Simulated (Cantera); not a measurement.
Hydrogen reduction and annealing atmospheres: V₂O₅ + H₂ + N₂

Charge: 1 mol V₂O₅, 1600 mol H₂, 0.85 mol N₂, at 22.0 Pa.

Equilibrium computed with Cantera from the NASA thermochemical tables; the gas is ideal and each condensed phase is pure. Candidate condensed phases: H₂O, V, VN, VO, V₂O₃, V₂O₄, V₂O₅; 28 gas species. VO: taken at fixed stoichiometry. Condensed phases not in the tables: the oxides between V₂O₃ and V₂O₅ other than VO₂. Kinetics and transport are ignored.

From 873 K to 1323 K the condensed part is V₂O₃(s). From 1473 K to 1773 K the condensed part is VO(s). From 1923 K to 2223 K nothing is condensed.

| T (K) | x H₂ | x H | x H₂O | x VO | x N₂ | x VO₂ | x V | n V₂O₃(s) | n VO(s) |
|---|---|---|---|---|---|---|---|---|---|
| 873 | 0.998 | 3.15e-9 | 0.00125 | <1e-12 | 0.000531 | <1e-12 | <1e-12 | 1.00 | 0 |
| 1023 | 0.998 | 2.79e-7 | 0.00125 | <1e-12 | 0.000531 | <1e-12 | <1e-12 | 1.00 | 0 |
| 1173 | 0.998 | 7.94e-6 | 0.00125 | <1e-12 | 0.000531 | 2.26e-11 | <1e-12 | 1.00 | 0 |
| 1323 | 0.998 | 0.000107 | 0.00125 | 7.64e-10 | 0.000531 | 6.11e-9 | 2.76e-12 | 1.000 | 0 |
| 1473 | 0.997 | 0.000852 | 0.00187 | 1.11e-7 | 0.000531 | 4.85e-7 | 1.02e-9 | 0 | 2.00 |
| 1623 | 0.993 | 0.00464 | 0.00186 | 6.04e-6 | 0.000530 | 1.17e-5 | 1.67e-7 | 0 | 1.97 |
| 1773 | 0.978 | 0.0190 | 0.00172 | 0.000163 | 0.000526 | 0.000150 | 1.20e-5 | 0 | 1.47 |
| 1923 | 0.935 | 0.0614 | 0.00156 | 0.000725 | 0.000514 | 0.000363 | 0.000122 | 0 | 0 |
| 2073 | 0.835 | 0.162 | 0.00162 | 0.000699 | 0.000487 | 0.000252 | 0.000196 | 0 | 0 |
| 2223 | 0.649 | 0.348 | 0.00148 | 0.000604 | 0.000438 | 0.000168 | 0.000258 | 0 | 0 |
x: gas mole fraction; n: condensed amount in mol.
